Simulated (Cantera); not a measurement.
Input: 1 mol Si, 2.1 mol HCl, 5 mol H2, held at 1500 Torr.

Equilibrium computed with Cantera from the NASA thermochemical tables; the gas is ideal and each condensed phase is pure. Candidate condensed phases: Si; 19 gas species. The tables' values for SiCl3 are old estimates; treat these amounts as uncertain. Rates play no part. All values below are at 1073 K.

Base state: H2 0.898, SiCl4 0.0469, SiHCl3 0.0363, HCl 0.0142, SiH2Cl2 0.00329, SiCl3 0.00113, SiCl2 0.000436, SiH3Cl 7.82e-5 (mole fractions); condensed: Si(s).

Problem. What changes in the equilibrium state with this change: pressure from 1500 Torr to 4800 Torr?

Solution. 
```csv
species,before,after
H2,0.898,0.897
SiHCl3,0.0363,0.0443
SiCl4,0.0469,0.0414
HCl,0.0142,0.0103
SiH3Cl,7.82e-5,0.000181
SiCl2,0.000436,0.000229
SiH2Cl2,0.00329,0.00553
"Si(s), mol",0.424,0.399
```
